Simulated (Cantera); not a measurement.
A closed system holds: 1 mol Si3N4, 0.0019 mol H2O, 120 mol H2, equilibrated at 10.0 mbar.

Equilibrium computed with Cantera from the NASA thermochemical tables; the gas is ideal and each condensed phase is pure. Candidate condensed phases: H2O, Si, SiO2, Si2N2O, Si3N4; 35 gas species. Mutual solubility and eutectic melting of coexisting phases are not modelled. Kinetics and transport are ignored.

Problem. Which condensed phases are stable at each of these points (T (°C)): 675, 725, 775, 825, 875, 925, 975, 1025, 1075, 1125, 1175, 1225, 1275?

Solution. 
```
T (°C)              condensed phases  Si condensed (%)
------  ----------------------------  ----------------
675             Si2N2O(s) + Si3N4(s)             100.0
725             Si2N2O(s) + Si3N4(s)             100.0
775             Si2N2O(s) + Si3N4(s)             100.0
825             Si2N2O(s) + Si3N4(s)             100.0
875             Si2N2O(s) + Si3N4(s)             100.0
925             Si2N2O(s) + Si3N4(s)             100.0
975     Si(s) + Si2N2O(s) + Si3N4(s)             100.0
1025    Si(s) + Si2N2O(s) + Si3N4(s)             100.0
1075    Si(s) + Si2N2O(s) + Si3N4(s)             100.0
1125    Si(s) + Si2N2O(s) + Si3N4(s)             100.0
1175                Si(s) + Si3N4(s)              99.9
1225                Si(s) + Si3N4(s)              99.9
1275                Si(s) + Si3N4(s)              99.9
```

From 675 °C to 925 °C the condensed part is Si2N2O(s) + Si3N4(s). From 975 °C to 1125 °C the condensed part is Si(s) + Si2N2O(s) + Si3N4(s). From 1175 °C to 1275 °C the condensed part is Si(s) + Si3N4(s).
